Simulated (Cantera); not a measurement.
Equilibrium for silicon nitride deposition: SiH₄ + N₂

Feed: 1 mol SiH₄, 0.51 mol N₂, equilibrated at 1300 °C.

Cantera equilibrium calculation (NASA polynomials, part measured and part estimated; ideal gas, pure solids and liquids). Candidate condensed phases: Si, Si₃N₄; 18 gas species. Mutual solubility and eutectic melting of coexisting phases are not modelled. Kinetics and transport are ignored.

```json
[
 {"P (Pa)": "5", "x H₂": "0.791", "x N₂": "0.202", "x H": "0.00512", "x Si": "0.00110", "x SiH": "1.67e-5", "x Si₂N": "5.46e-6", "x SiH₂": "2.91e-6", "x SiN": "3.35e-6", "n Si(s)": "0.997", "n Si₃N₄(s)": "0"},
 {"P (Pa)": "17", "x H₂": "0.794", "x N₂": "0.203", "x H": "0.00278", "x Si": "0.000324", "x SiH": "9.07e-6", "x Si₂N": "2.97e-6", "x SiH₂": "2.92e-6", "x SiN": "1.82e-6", "n Si(s)": "0.999", "n Si₃N₄(s)": "0"},
 {"P (Pa)": "59", "x H₂": "0.795", "x N₂": "0.203", "x H": "0.00150", "x Si": "9.35e-5", "x SiH": "4.87e-6", "x Si₂N": "1.59e-6", "x SiH₂": "2.92e-6", "x SiN": "9.77e-7", "n Si(s)": "1.000", "n Si₃N₄(s)": "0"},
 {"P (Pa)": "210", "x H₂": "0.910", "x N₂": "0.0889", "x H": "0.000848", "x Si": "2.63e-5", "x SiH": "2.76e-6", "x Si₂N": "5.59e-7", "x SiH₂": "3.35e-6", "x SiN": "3.43e-7", "n Si(s)": "0.528", "n Si₃N₄(s)": "0.157"},
 {"P (Pa)": "710", "x H₂": "0.973", "x N₂": "0.0263", "x H": "0.000477", "x Si": "7.77e-6", "x SiH": "1.55e-6", "x Si₂N": "1.65e-7", "x SiH₂": "3.58e-6", "x SiN": "1.01e-7", "n Si(s)": "0.316", "n Si₃N₄(s)": "0.228"},
 {"P (Pa)": "2400", "x H₂": "0.992", "x N₂": "0.00778", "x H": "0.000262", "x Si": "2.30e-6", "x SiH": "8.53e-7", "x Si₂N": "4.89e-8", "x SiH₂": "3.65e-6", "x SiN": "3.00e-8", "n Si(s)": "0.259", "n Si₃N₄(s)": "0.247"},
 {"P (Pa)": "8400", "x H₂": "0.998", "x N₂": "0.00222", "x H": "0.000140", "x Si": "6.57e-7", "x SiH": "4.57e-7", "x Si₂N": "1.40e-8", "x SiH₂": "3.67e-6", "x SiN": "8.56e-9", "n Si(s)": "0.242", "n Si₃N₄(s)": "0.253"},
 {"P (Pa)": "29000", "x H₂": "0.999", "x N₂": "0.000644", "x H": "7.56e-5", "x Si": "1.90e-7", "x SiH": "2.46e-7", "x Si₂N": "4.05e-9", "x SiH₂": "3.67e-6", "x SiN": "2.48e-9", "n Si(s)": "0.237", "n Si₃N₄(s)": "0.254"},
 {"P (Pa)": "100000", "x H₂": "1.000", "x N₂": "0.000187", "x H": "4.07e-5", "x Si": "5.52e-8", "x SiH": "1.33e-7", "x Si₂N": "1.17e-9", "x SiH₂": "3.68e-6", "x SiN": "7.19e-10", "n Si(s)": "0.236", "n Si₃N₄(s)": "0.255"}
]
```
x: gas mole fraction; n: condensed amount in mol.

From 5.00e-5 bar to 0.000590 bar the condensed part is Si(s). From 0.00210 bar to 1.00 bar the condensed part is Si(s) + Si₃N₄(s). The main Si-bearing gas is Si at 5.00e-5 bar and SiH₂ at 1.00 bar.
